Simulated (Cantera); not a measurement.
An adiabatic, constant-pressure homogeneous reactor starts with CH₄ : O₂ : N₂ = 1 : 2.02 : 7.6 (molar parts), equivalence ratio 0.99, at 1175 K and 2.60 bar. Integrator tolerance rtol = 1e-08.

Cantera simulation using GRI-Mech 3.0 (53 species, 325 reactions); the numbers are that mechanism's predictions, not measurements.

| quantity | before | after |
|---|---|---|
| time of steepest temperature rise | 27.1 ms | 51.1 ms |
| temperature at 0.300 s | 2662 K | 1791 K |
| equilibrium temperature | 2662 K | 1750 K |
| x(CH₄) at 0.300 s | <1e-12 (gas-phase equilibrium <1e-12) | 0.00474 (gas-phase equilibrium 2.06e-7) |
| x(O₂) at 0.300 s | 0.0141 (gas-phase equilibrium 0.0141) | 5.55e-11 (gas-phase equilibrium 1.34e-11) |
| x(C₂H₂) at 0.300 s | <1e-12 (gas-phase equilibrium <1e-12) | 0.00823 (gas-phase equilibrium 3.00e-11) |
| x(H₂O) at 0.300 s | 0.165 (gas-phase equilibrium 0.165) | 0.0749 (gas-phase equilibrium 0.0542) |
| x(NO) at 0.300 s | 0.00732 (gas-phase equilibrium 0.00732) | 3.20e-8 (gas-phase equilibrium 2.13e-8) |
| x(HCN) at 0.300 s | 8.43e-10 (gas-phase equilibrium 8.43e-10) | 2.66e-6 (gas-phase equilibrium 2.21e-6) |

Q: What was changed between the two runs?
(A) pressure from 2.60 bar to 10.0 bar
(B) initial temperature 1175 to 1400 K
(C) pressure from 2.60 bar to 1.01 bar
(D) CH4 1 to 3 parts

A: D, CH4 1 to 3 parts
